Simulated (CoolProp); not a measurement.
Vapour-liquid equilibrium of n-hexane (1) + m-xylene (2) at 0.0155 MPa; x and y are mole fractions of (1).

Model: multi-fluid Helmholtz-energy mixture model, Thol 2019 and Zhou 2012; pair parameters Bell 2016, in CoolProp.

```csv
x,bubble temperature (K),y at the bubble point,dew temperature at overall composition x (K),liquid density (mol/L)
0.05,343.5,0.368,352.6,7.701
0.15,327.6,0.718,350.1,7.788
0.25,316.9,0.853,347.2,7.831
0.35,309.6,0.912,344.1,7.844
0.45,304.6,0.942,340.6,7.835
0.55,301.2,0.959,336.5,7.812
0.65,298.7,0.970,331.6,7.781
0.75,296.7,0.978,325.5,7.745
0.85,295.0,0.986,317.2,7.708
0.95,293.2,0.995,303.1,7.675
```

No azeotrope shows between x = 0.05 and 0.95.

Pair parameters are fitted to limited data, so mixtures are less certain than the pure fluids.
